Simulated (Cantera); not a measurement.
Feed: 1 mol MgO, 4.5 mol H2S, 2.6 mol O2, held at 1700 K and 100 Torr.

Equilibrium computed with Cantera from the NASA thermochemical tables; the gas is ideal and each condensed phase is pure. Candidate condensed phases: H2O, H2SO4, Mg, MgO, Mg(OH)2, MgS, MgSO4, S; 26 gas species. Rates play no part.

Base state: H2O 0.462, S2 0.223, H2 0.132, SO2 0.127, H2S 0.0352, SO 0.0109, SH 0.00560, S2O 0.00337 (mole fractions); condensed: MgO(s).

Q: What changes in the equilibrium state with this change: temperature from 1700 K to 850 K?

A: 
| species | before | after |
|---|---|---|
| H2O | 0.462 | 0.513 |
| S2 | 0.223 | 0.187 |
| H2S | 0.0352 | 0.162 |
| H2 | 0.132 | 0.00113 |
| SO | 0.0109 | 1.97e-6 |
| SO2 | 0.127 | 0.132 |
| S | 0.000409 | <1e-9 |
| H | 0.000147 | <1e-9 |
| OH | 2.65e-5 | <1e-9 |
| S8 | <1e-9 | 1.87e-5 |
| MgO(s), mol | 1.000 | 1.00 |
Gases not in the tables: S3 to S7.

Q: What changes in the equilibrium state with this change: 1.5 mol CO2 added?

A: 
```tsv
species	before	after
H2O	0.462	0.387
S2	0.223	0.166
SO2	0.127	0.136
CO2	0	0.0905
CO	0	0.0795
H2S	0.0352	0.0229
H2	0.132	0.0995
SO	0.0109	0.0105
COS	0	0.000628
SH	0.00560	0.00419
S2O	0.00337	0.00279
MgO(s), mol	1.000	1.000
```
Further candidate phases: C, C6H6, C7H8, C8H18, MgCO3.
